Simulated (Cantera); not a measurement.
# Equilibrium for abatement and gas-phase synthesis: SO₂ + N₂

Feed: 1 mol SO₂, 12 mol N₂, at 0.0100 bar.

Equilibrium computed with Cantera from the NASA thermochemical tables; the gas is ideal and each condensed phase is pure. Candidate condensed phases: S; 17 gas species. Gases not in the tables: S₃ to S₇. Rates play no part.

| T (°C) | x N₂ | x O | x SO₂ | x S | x SO | x O₂ |
|---|---|---|---|---|---|---|
| 477 | 0.923 | <1e-12 | 0.0769 | <1e-12 | 1.66e-9 | <1e-12 |
| 677 | 0.923 | <1e-12 | 0.0769 | <1e-12 | 7.47e-8 | 8.48e-12 |
| 877 | 0.923 | 1.77e-11 | 0.0769 | 8.62e-12 | 7.98e-7 | 4.52e-8 |
| 1077 | 0.923 | 7.65e-9 | 0.0769 | 9.21e-10 | 1.01e-5 | 3.28e-6 |
| 1277 | 0.923 | 4.74e-7 | 0.0768 | 6.35e-8 | 9.72e-5 | 3.67e-5 |
| 1477 | 0.923 | 1.11e-5 | 0.0763 | 1.77e-6 | 0.000572 | 0.000221 |
| 1677 | 0.922 | 0.000135 | 0.0745 | 2.53e-5 | 0.00233 | 0.000890 |
| 1877 | 0.918 | 0.001000 | 0.0692 | 0.000222 | 0.00712 | 0.00262 |
| 2077 | 0.910 | 0.00501 | 0.0578 | 0.00132 | 0.0168 | 0.00575 |
| 2277 | 0.893 | 0.0177 | 0.0388 | 0.00568 | 0.0299 | 0.00922 |
| 2477 | 0.865 | 0.0446 | 0.0177 | 0.0174 | 0.0368 | 0.0101 |
| 2677 | 0.835 | 0.0798 | 0.00466 | 0.0364 | 0.0283 | 0.00703 |
| 2877 | 0.814 | 0.107 | 0.000722 | 0.0532 | 0.0139 | 0.00335 |
| 3077 | 0.804 | 0.121 | 8.79e-5 | 0.0616 | 0.00534 | 0.00132 |
x: gas mole fraction; nothing condenses.

From 477 °C to 3077 °C nothing is condensed.
